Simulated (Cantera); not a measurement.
HI + H2O + H2 (abatement and gas-phase synthesis)

Input: 1 mol HI, 0.42 mol H2O, 0.14 mol H2, at 12000 Torr.

Cantera equilibrium calculation (NASA polynomials, part measured and part estimated; ideal gas, pure solids and liquids). Candidate condensed phases: H2O, I2; 12 gas species. Rates play no part.

```json
[
 {"T (°C)": "2552", "log p I": "0.80", "log p H2": "0.63", "log p H2O": "0.53", "log p HI": "0.24", "log p H": "-0.73", "log p OH": "-1.38", "log p I2": "-1.14"},
 {"T (°C)": "2602", "log p I": "0.80", "log p H2": "0.63", "log p H2O": "0.53", "log p HI": "0.21", "log p H": "-0.66", "log p OH": "-1.29", "log p I2": "-1.18"},
 {"T (°C)": "2652", "log p I": "0.81", "log p H2": "0.63", "log p H2O": "0.52", "log p HI": "0.19", "log p H": "-0.59", "log p OH": "-1.20", "log p I2": "-1.22"},
 {"T (°C)": "2702", "log p I": "0.81", "log p H2": "0.63", "log p H2O": "0.52", "log p HI": "0.17", "log p H": "-0.52", "log p OH": "-1.12", "log p I2": "-1.26"},
 {"T (°C)": "2752", "log p I": "0.81", "log p H2": "0.63", "log p H2O": "0.51", "log p HI": "0.15", "log p H": "-0.45", "log p OH": "-1.04", "log p I2": "-1.30"},
 {"T (°C)": "2802", "log p I": "0.82", "log p H2": "0.63", "log p H2O": "0.51", "log p HI": "0.12", "log p H": "-0.39", "log p OH": "-0.97", "log p I2": "-1.34"},
 {"T (°C)": "2852", "log p I": "0.82", "log p H2": "0.63", "log p H2O": "0.50", "log p HI": "0.10", "log p H": "-0.33", "log p OH": "-0.89", "log p I2": "-1.38"},
 {"T (°C)": "2902", "log p I": "0.82", "log p H2": "0.63", "log p H2O": "0.50", "log p HI": "0.08", "log p H": "-0.27", "log p OH": "-0.82", "log p I2": "-1.42"},
 {"T (°C)": "2952", "log p I": "0.82", "log p H2": "0.63", "log p H2O": "0.49", "log p HI": "0.06", "log p H": "-0.21", "log p OH": "-0.75", "log p I2": "-1.46"},
 {"T (°C)": "3002", "log p I": "0.82", "log p H2": "0.63", "log p H2O": "0.48", "log p HI": "0.03", "log p H": "-0.15", "log p OH": "-0.69", "log p I2": "-1.49"},
 {"T (°C)": "3052", "log p I": "0.82", "log p H2": "0.62", "log p H2O": "0.47", "log p HI": "0.01", "log p H": "-0.10", "log p OH": "-0.63", "log p I2": "-1.53"}
]
```
log p: log10 of the partial pressure in bar; nothing condenses.

From 2552 °C to 3052 °C nothing is condensed.
